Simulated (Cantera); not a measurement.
# Na₂SO₄ + H₂O + O₂ (calcination and drying)

Feed: 1 mol Na₂SO₄, 7.8 mol H₂O, 6.5 mol O₂, at 975 K and 11.0 Pa.

Cantera equilibrium calculation (NASA polynomials, part measured and part estimated; ideal gas, pure solids and liquids). Candidate condensed phases: H₂O, H₂SO₄, Na, NaOH, NaO₂, Na₂O, Na₂O₂, Na₂S, Na₂SO₄, S; 27 gas species. Equilibrium is a limit: real reactors are often held back by kinetics, nucleation or transport.

| Property | Result |
|---|---|
| x(H₂O) | 0.545 |
| x(O₂) | 0.455 |
| x(NaOH) | 2.46e-6 |
| x(OH) | 1.93e-6 |
| x(SO₂) | 1.21e-6 |
| n(Na₂SO₄(s)) | 1.000 mol |
| gas amount | 14.30 mol |
| log10 activity of NaOH(l) (absent) | -4.91 |
| log10 activity of Na(l) (absent) | -11.80 |
| log10 activity of H₂SO₄(l) (absent) | -19.50 |
